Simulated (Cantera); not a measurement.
# Transport properties of process gases

Gas mixture: 100 % O2, at 10.0 bar, frozen composition.

Cantera's kinetic-theory transport with the Lennard-Jones parameters of GRI-Mech 3.0, ideal gas; thermal conductivity in the multicomponent form.

| T (K) | ρ (kg/m³) | cp (J/kg/K) | μ (µPa s) | λ (mW/m/K) | Pr | D (cm²/s) CO2 | D (cm²/s) H2O | D (cm²/s) CH4 |
|---|---|---|---|---|---|---|---|---|
| 400 | 9.62 | 941.4 | 25.6 | 33.9 | 0.712 | 0.0267 | 0.0405 | 0.0382 |
| 550 | 7.00 | 987.2 | 32.1 | 44.6 | 0.711 | 0.0471 | 0.0736 | 0.0663 |
| 700 | 5.50 | 1031 | 37.8 | 54.9 | 0.710 | 0.0715 | 0.114 | 0.100 |
| 850 | 4.53 | 1065 | 43.0 | 64.6 | 0.709 | 0.0997 | 0.161 | 0.139 |
| 1000 | 3.85 | 1090 | 47.9 | 73.7 | 0.709 | 0.131 | 0.215 | 0.183 |
| 1150 | 3.35 | 1109 | 52.5 | 82.1 | 0.709 | 0.166 | 0.274 | 0.231 |
| 1300 | 2.96 | 1125 | 56.9 | 90.3 | 0.708 | 0.204 | 0.338 | 0.283 |
| 1450 | 2.65 | 1139 | 61.0 | 98.2 | 0.708 | 0.245 | 0.407 | 0.339 |
| 1600 | 2.41 | 1151 | 65.1 | 106 | 0.708 | 0.289 | 0.481 | 0.400 |
D: mixture-averaged diffusion coefficient of that species in the mixture.
